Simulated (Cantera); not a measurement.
Feed: 1 mol CH₃SiCl₃, 0.45 mol HCl, 3.6 mol H₂, 0.95 mol C₃H₈, at 2150 K and 11.3 Torr.

These are equilibrium values from Cantera (NASA tables, ideal gas, pure condensed phases), not measurements of a reactor. Candidate condensed phases: C, C₆H₆, C₇H₈, C₈H₁₈, Si, SiC; 109 gas species. The feed counts by its element totals alone. The tables' values for SiCl, SiCl₃ are old estimates; treat these amounts as uncertain. Gases not in the tables: Si₂H₆ and higher silanes. Kinetics and transport are ignored.

Base state: H₂ 0.677, HCl 0.264, H 0.0283, SiCl₂ 0.0192, Cl 0.00808, Si 0.00137, C₂H₂ (acetylene) 0.00131, SiCl 0.000819 (mole fractions); condensed: C(graphite) + SiC(s).

### Question
What changes in the equilibrium state with this change: pressure from 11.3 Torr to 1.00 Torr?

### Answer
```json
[
 {"species": "H₂", "before": "0.677", "after": "0.614"},
 {"species": "HCl", "before": "0.264", "after": "0.233"},
 {"species": "H", "before": "0.0283", "after": "0.0905"},
 {"species": "Si", "before": "0.00137", "after": "0.0155"},
 {"species": "Cl", "before": "0.00808", "after": "0.0251"},
 {"species": "SiCl₂", "before": "0.0192", "after": "0.0165"},
 {"species": "Si₂C", "before": "6.76e-5", "after": "0.000761"},
 {"species": "Si₂", "before": "1.83e-6", "after": "2.06e-5"},
 {"species": "C(graphite), mol", "before": "3.06", "after": "3.23"},
 {"species": "SiC(s), mol", "before": "0.758", "after": "0.559"}
]
```
